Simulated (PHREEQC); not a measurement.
Alkaline etch or developer: speciation

Solution (25 °C): 0.013 mol/kgw CsOH, 0.00027 mol/kgw Na2SiO3 and 0.25 mol/kgw K3PO4. Closed to the air; pH follows from the charge balance.

Computed with PHREEQC (ion-association model, wateq4f.dat).

Each row changes one thing in this solution. This is a speciation only: nothing precipitates in the calculation.

```csv
case,pH,ionic strength (mol/kgw),PO4-3 (mol/kgw),HPO4-2 (mol/kgw),H2PO4- (mol/kgw)
as made,12.34,1.45,0.225,0.0213,3.70e-8
K3PO4 from 0.25 to 0.275 mol/kgw,12.35,1.60,0.248,0.0221,3.68e-8
temperature from 25 to 70 °C,11.44,1.37,0.186,0.0550,5.57e-7
Na2SiO3 left out,12.34,1.45,0.224,0.0214,3.72e-8
temperature from 25 to 35 °C,12.10,1.44,0.216,0.0281,7.78e-8
CsOH from 0.013 to 0.0013 mol/kgw,12.25,1.43,0.220,0.0254,5.36e-8
K3PO4 replaced by (NH4)2HPO4 at the same molality,8.05,0.731,9.85e-5,0.240,0.00963
CsOH replaced by Cs2CO3 at the same molality,12.24,1.47,0.219,0.0258,5.57e-8
CsOH from 0.013 to 0.0143 mol/kgw,12.35,1.46,0.225,0.0209,3.56e-8
```

The ionic strength passes 0.7 mol/kgw, the rough limit of the ion-association models, in every such run. Species that the database lacks are ignored. Some of these states are supersaturated (in Quartz (slow to form), for instance). H3PO4, which wateq4f.dat lacks, is added to it with the constant of phreeqc.dat. Away from 25 °C the constants follow the database's enthalpies or fits; those with neither stay at their 25 °C values.
